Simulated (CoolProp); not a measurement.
A Linde-Hampson liquefier for nitrogen: isothermal reversible compression at 200 K from 1 atm to 20 MPa, throttling to 1 atm, return gas leaving the recuperator 2 K below the feed. Each further row changes one setting.

The numbers come from the reference Helmholtz-energy equation of state, Span 2000 in CoolProp.

```csv
case,liquid yield per pass,compression work (kJ/kg of gas)
as stated,0.229,296
high pressure 40 MPa,0.252,340
warm-end temperature 230 K,0.156,351
warm-end gap 7 K,0.216,296
```
